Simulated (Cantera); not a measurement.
Input: 1 mol TEOS, 1 mol O₂, equilibrated at 227 °C and 19.5 Torr.

Method: chemical equilibrium by Gibbs-energy minimisation in Cantera with the NASA 1993 tables (ideal gas, pure condensed phases). Candidate condensed phases: C, C₆H₆, C₇H₈, C₈H₁₈, H₂O, Si, SiC, SiO₂; 123 gas species. The feed counts by its element totals alone. Kinetics and transport are ignored.

Base state: H₂O 0.467, CH₄ 0.413, H₂ 0.0797, CO₂ 0.0409, CO 5.09e-5 (mole fractions); condensed: C(graphite) + SiO₂(α-quartz).

Question: What changes in the equilibrium state with this change: TEOS replaced by HMDSO?

Answer: 
| species | before | after |
|---|---|---|
| CH₄ | 0.413 | 0.883 |
| H₂ | 0.0797 | 0.117 |
| H₂O | 0.467 | <1e-9 |
| CO₂ | 0.0409 | <1e-9 |
| CO | 5.09e-5 | <1e-9 |
| C(graphite), mol | 4.69 | 1.28 |
| SiO₂(α-quartz), mol | 1.00 | 1.50 |
| SiC(s), mol | 0 | 0.500 |
